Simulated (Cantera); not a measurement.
A closed system holds: 1 mol Si₂H₆, 0.026 mol HCl, 5.7 mol N₂, equilibrated at 875 °C and 0.00133 bar.

Equilibrium computed with Cantera from the NASA thermochemical tables; the gas is ideal and each condensed phase is pure. Candidate condensed phases: NH₄Cl, Si, Si₃N₄; 28 gas species. The feed counts by its element totals alone. N₂ is the only nitrogen source here; it is nearly inert below about 1500 K, so the nitride shown seldom forms there in practice. Equilibrium is a limit: real reactors are often held back by kinetics, nucleation or transport.

Base state: N₂ 0.591, H₂ 0.406, HCl 0.00352 (mole fractions); condensed: Si₃N₄(s).

### Question
What changes in the equilibrium state with this change: Si₂H₆ replaced by SiHCl₃?

### Answer
```json
[
 {"species": "N₂", "before": "0.591", "after": "0.782"},
 {"species": "HCl", "before": "0.00352", "after": "0.130"},
 {"species": "SiCl₄", "before": "<1e-9", "after": "0.0745"},
 {"species": "H₂", "before": "0.406", "after": "0.00945"},
 {"species": "SiCl₃", "before": "<1e-9", "after": "0.00279"},
 {"species": "SiHCl₃", "before": "<1e-9", "after": "0.000109"},
 {"species": "SiCl₂", "before": "2.38e-8", "after": "0.00115"},
 {"species": "Si₃N₄(s), mol", "before": "0.667", "after": "0.153"}
]
```
The tables' values for SiCl₃ are old estimates; treat these amounts as uncertain.
